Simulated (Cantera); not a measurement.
Cantera run:

```python
import numpy as np
import cantera as ct

gas_names = [...]  # 113 gases of nasa_gas.yaml made of C, H, O, Ta
cond_names = """
    C(gr) C6H6(L) C7H8(L) C8H18(L),n-octa H2O(s) H2O(L) Ta(cr) Ta(L) TaC(s) TaC(L) Ta2O5(s) Ta2O5(L)
""".split()


# ... load() reads the species with a 1 bar reference pressure and builds the phases ...
atoms = {
    'Ta2O5': {'Ta': 2, 'O': 5},
    'C': {'C': 1},
    'H2': {'H': 2},
}
top_T = {'C(gr)': 4500}  # K; cautious upper limits of use, not melting points


# ... equilibrate(T, P, feed) seeds the gas with the atoms and calls Mixture.equilibrate('TP', solver="vcs", rtol=1e-11, max_steps=5000) ...
results = []
feed = {'Ta2O5': 1, 'C': 1.3, 'H2': 0.35}  # mol
P = 110000  # Pa
for T in [1350, 1500, 1650, 1800, 1950, 2100, 2250, 2400, 2550]:
    mix = equilibrate(T, P, feed)
    results.append((T, P, feed, dict(zip(mix.species_names, mix.species_moles))))

top = {s: max(r[3][s] / sum(r[3][g] for g in gas_names) for r in results) for s in gas_names}
cols = sorted((s for s in top if top[s] > 1e-05), key=lambda s: -top[s])[:9]
seen = [c for c in cond_names if any(r[3].get(c, 0) > 1e-12 for r in results)]
print("log10 of partial pressures in bar; condensed amounts in mol")
print(f"{'T/K':>10s}" + "".join(f"{s[:9]:>10s}" for s in cols + seen))
for T, P, feed, n in results:
    ng = sum(n[g] for g in gas_names)
    print(f"{T:10.4g}" + "".join(f"{np.log10(max(n[s] / ng * P / 1e5, 1e-99)):10.3f}" for s in cols)
          + "".join(f"{n.get(c, 0):10.4g}" for c in seen))
```

It prints:

```
log10 of partial pressures in bar; condensed amounts in mol
       T/K        CO        H2         H       H2O       CO2       CH4      TaO2       TaO        OH     C(gr)    TaC(s)  Ta2O5(s)  Ta2O5(L)
      1350    -0.197    -0.337    -5.791    -2.776    -2.929    -2.913   -14.463   -17.270   -10.019    0.6268    0.1927    0.9037         0
      1500    -0.098    -0.523    -5.016    -2.821    -2.809    -4.202   -11.943   -14.339    -8.858         0    0.3724    0.8138         0
      1650    -0.099    -0.524    -4.304    -2.732    -2.814    -5.005    -9.883   -11.918    -7.857         0    0.3725    0.8137         0
      1800    -0.099    -0.524    -3.708    -2.661    -2.817    -5.669    -8.178    -9.909    -7.025         0    0.3727    0.8137         0
      1950    -0.099    -0.525    -3.203    -2.603    -2.820    -6.226    -6.745    -8.218    -6.323         0    0.3728    0.8136         0
      2100    -0.099    -0.526    -2.770    -2.563    -2.830    -6.691    -5.551    -6.793    -5.731         0    0.3728         0    0.8136
      2250    -0.099    -0.529    -2.394    -2.554    -2.860    -7.070    -4.591    -5.607    -5.242         0    0.3728         0    0.8136
      2400    -0.100    -0.533    -2.065    -2.550    -2.888    -7.402    -3.761    -4.578    -4.817         0    0.3728         0    0.8135
      2550    -0.102    -0.541    -1.777    -2.553    -2.915    -7.698    -3.038    -3.676    -4.447         0    0.3725         0    0.8131
```

These are equilibrium values from Cantera (NASA tables, ideal gas, pure condensed phases), not measurements of a reactor. Mutual solubility and eutectic melting of coexisting phases are not modelled. TaC: taken at fixed stoichiometry. Condensed phases not in the tables: Ta2C.
